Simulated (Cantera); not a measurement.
**Thermodynamics of carbon deposition, reforming and gasification, feed C6H6 + NH3 + H2**

Input: 1 mol C6H6, a varied amount of NH3, 26 mol H2, at 2373 K and 0.0750 Torr.

Cantera equilibrium calculation (NASA polynomials, part measured and part estimated; ideal gas, pure solids and liquids). Candidate condensed phases: C, C6H6, C7H8, C8H18; 92 gas species. Rates play no part.

From 0.054 mol NH3 to 1.3 mol NH3 the condensed part is C(graphite). The main C-bearing gas is C2H2 (acetylene) throughout. The share of C in condensed phases is highest at 0.054 mol NH3 (94.9 %) and lowest at 1.3 mol NH3 (92.3 %).

| n(NH3) (mol) | x H | x H2 | x N2 | x HCN | n C(graphite) |
|---|---|---|---|---|---|
| 0.054 | 0.726 | 0.270 | 0.000306 | 0.000461 | 5.70 |
| 0.2 | 0.725 | 0.269 | 0.00153 | 0.00103 | 5.66 |
| 0.34 | 0.724 | 0.269 | 0.00279 | 0.00139 | 5.64 |
| 0.48 | 0.723 | 0.268 | 0.00408 | 0.00167 | 5.62 |
| 0.62 | 0.722 | 0.267 | 0.00536 | 0.00192 | 5.60 |
| 0.76 | 0.721 | 0.267 | 0.00663 | 0.00213 | 5.59 |
| 0.91 | 0.720 | 0.266 | 0.00799 | 0.00234 | 5.57 |
| 1 | 0.720 | 0.266 | 0.00880 | 0.00245 | 5.56 |
| 1.2 | 0.719 | 0.265 | 0.0106 | 0.00268 | 5.54 |
| 1.3 | 0.718 | 0.264 | 0.0114 | 0.00279 | 5.54 |
x: gas mole fraction; n: condensed amount in mol.
